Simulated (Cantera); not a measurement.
# Reactions in the system N-Nb-O

Cantera with NASA thermochemical tables; ideal gases at 1 bar, condensed phases pure. Values are per mole of reaction as written; species without (g) are pure solids or liquids, kept so even where they would boil at 1 bar.

Nb2O5 + 5 N2(g) ⇌ 5 N2O(g) + 2 Nb

```csv
T (K),ΔH° (kJ),ΔS° (J/K),ΔG° (kJ),log10 K
1250,2294.5,52.8,2228.5,-93.12
1275,2294.4,52.7,2227.2,-91.24
1300,2294.3,52.6,2225.9,-89.43
1325,2294.2,52.6,2224.5,-87.69
1350,2294.1,52.5,2223.2,-86.02
1375,2294.1,52.5,2221.9,-84.41
1400,2294.0,52.4,2220.6,-82.85
1425,2294.0,52.4,2219.3,-81.35
```
